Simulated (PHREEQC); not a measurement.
PHREEQC input (Pitzer model, pitzer.dat):

```
SOLUTION 1
  temp 20
  units mol/kgw
  pH 7 charge
  S(6) 2.022
  Na 0.224
  Cl 0.18
SOLUTION 2
  temp 20
  units mol/kgw
  pH 7 charge
  S(6) 0.7
  Mg 0.7
  B 0.084
  Na 0.942
  Cl 0.9
END
SELECTED_OUTPUT 1
  -reset false
  -pH true
  -pe true
  -ionic_strength true
  -water true
  -totals B Cl Mg Na S
  -molalities H+ Na+ Mg+2 Cl- SO4-2 B(OH)3 OH- HSO4- B(OH)4- B3O3(OH)4-
    B4O5(OH)4-2 MgB(OH)4+ MgOH+
  -equilibrium_phases Bischofite Bloedite Brucite Epsomite Halite Hexahydrite Kieserite Mirabilite Thenardite Borax
    Boric_acid,s NaBO2:4H2O NaB5O8:5H2O Teepleite MgCl2_4H2O
PRINT
  -reset false
MIX 1
  1 1
  2 0
EQUILIBRIUM_PHASES 1
  Bischofite 0 0
  Bloedite 0 0
  Brucite 0 0
  Epsomite 0 0
  Halite 0 0
  Hexahydrite 0 0
  Kieserite 0 0
  Mirabilite 0 0
  Thenardite 0 0
  Borax 0 0
  Boric_acid,s 0 0
  NaBO2:4H2O 0 0
  NaB5O8:5H2O 0 0
  Teepleite 0 0
  MgCl2_4H2O 0 0
END
# ... the last block is repeated for the other 10 points of share of solution B
```

Selected output (columns that matter, 11 of 11 rows; share of solution B added in front):

```
share of solution B	pH	mu	B	Cl	Mg	Na	S	m_H+	m_Na+	m_Mg+2	m_Cl-	m_SO4-2	m_B(OH)3	m_OH-
0	-0.68967	3.257	0	0.18	0	0.224	2.022	2.5055	0.224	0	0.18	0.5275	0	7.3033e-15
0.1	-0.60621	3.1984	0.0083995	0.25198	0.069996	0.29578	1.8897	2.1993	0.29578	0.069996	0.25198	0.49336	0.0083995	8.4148e-15
0.2	-0.51567	3.1507	0.016798	0.32396	0.13998	0.36756	1.7574	1.8985	0.36756	0.13998	0.32396	0.46467	0.016798	9.8937e-15
0.3	-0.41558	3.116	0.025195	0.39593	0.20996	0.43932	1.6251	1.6043	0.43932	0.20996	0.39593	0.44252	0.025195	1.1942e-14
0.4	-0.30249	3.0974	0.033592	0.46789	0.27993	0.51108	1.4928	1.3182	0.51108	0.27993	0.46789	0.42837	0.033592	1.4926e-14
0.5	-0.17122	3.0994	0.041987	0.53984	0.34989	0.58282	1.3606	1.0423	0.58282	0.34989	0.53984	0.42454	0.041987	1.9564e-14
0.6	-0.013714	3.1292	0.050382	0.61178	0.41985	0.65456	1.2283	0.78049	0.65456	0.41985	0.61178	0.43461	0.050382	2.7432e-14
0.7	0.18356	3.1978	0.058775	0.68371	0.48979	0.72629	1.0961	0.53806	0.72629	0.48979	0.68371	0.46409	0.058775	4.2531e-14
0.8	0.44742	3.3193	0.067167	0.75563	0.55973	0.79801	0.96393	0.32209	0.79801	0.55973	0.75563	0.51999	0.067167	7.7743e-14
0.9	0.86205	3.5046	0.075558	0.82754	0.62965	0.86972	0.83174	0.13809	0.86972	0.62965	0.82754	0.60783	0.075558	2.0369e-13
1	8.1715	3.701	0.084	0.9	0.7	0.942	0.7	7.5674e-09	0.942	0.67912	0.9	0.7	0.037705	4.1595e-06
```

Complexes and solids missing from the database can't appear. In brines, pH and single-ion activities rest on the MacInnes convention.
